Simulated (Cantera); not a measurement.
A perfectly stirred reactor is fed with 6.54 % H₂, 93.5 % O₂, equivalence ratio 0.035, at 10.00 Torr; it is held at 1175 K, and followed from long to short residence time.

Cantera simulation using the H2/O2 subset of GRI-Mech 3.0, which has no nitrogen chemistry; the numbers are that mechanism's predictions, not measurements. Radical loss at walls, strong at low pressure, is not modelled. The temperature is held fixed by assumption; the heat of reaction is taken as removed at once.

Task: Predict: x(H₂) at τ = 0.410 s; x(O₂) at τ = 0.410 s; x(H₂O) at τ = 0.410 s; x(OH) at τ = 0.410 s; x(O) at τ = 0.410 s; x(H₂) at τ = 22.0 ms; x(O₂) at τ = 22.0 ms; x(H₂O) at τ = 22.0 ms; x(OH) at τ = 22.0 ms; x(O) at τ = 22.0 ms.

Result: 
```
Item                     Result
---------------------  --------
x(H₂) at τ = 0.410 s   0.000402
x(O₂) at τ = 0.410 s      0.926
x(H₂O) at τ = 0.410 s    0.0659
x(OH) at τ = 0.410 s    0.00157
x(O) at τ = 0.410 s     0.00517
x(H₂) at τ = 22.0 ms    0.00213
x(O₂) at τ = 22.0 ms      0.907
x(H₂O) at τ = 22.0 ms    0.0593
x(OH) at τ = 22.0 ms    0.00359
x(O) at τ = 22.0 ms      0.0220
```
